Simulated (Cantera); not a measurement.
An isothermal plug-flow reactor at 1200 K and 35000 Pa (inlet), inlet velocity 3.1 m/s, active area per volume 520 1/m; feed CH4 : O2 : N2 = 0.0029 : 0.068 : 0.79 (molar parts).

Computed with Cantera and Deutschmann's 1995 Pt surface mechanism with GRI-Mech 3.0 gas chemistry. Catalytic surfaces can have several steady states; this one follows from the mechanism file's or the stated starting coverage. Mass transfer to the wall is taken as infinitely fast.

Q: What does this change do: pressure from 35000 Pa to 100000 Pa?

A: 
| quantity | before | after |
|---|---|---|
| x(CH4) at z = 0.0035 m | 0.00225 | 0.00254 |
| x(O2) at z = 0.0035 m | 0.0768 | 0.0774 |
| x(H2O) at z = 0.0035 m | 0.00222 | 0.00164 |
| x(CO2) at z = 0.0035 m | 0.00111 | 0.000813 |
| x(CO) at z = 0.0035 m | 3.77e-6 | 3.52e-6 |
| θ(free Pt) at the exit | 0.514 | 0.438 |
| θ(O*) at the exit | 0.486 | 0.561 |

Q: What does this change do: area per volume 520 to 280 1/m?

A: 
```tsv
quantity	before	after
x(CH4) at z = 0.0035 m	0.00225	0.00271
x(O2) at z = 0.0035 m	0.0768	0.0777
x(H2O) at z = 0.0035 m	0.00222	0.00131
x(CO2) at z = 0.0035 m	0.00111	0.000647
x(CO) at z = 0.0035 m	3.77e-6	4.54e-6
θ(free Pt) at the exit	0.514	0.513
θ(O*) at the exit	0.486	0.487
```
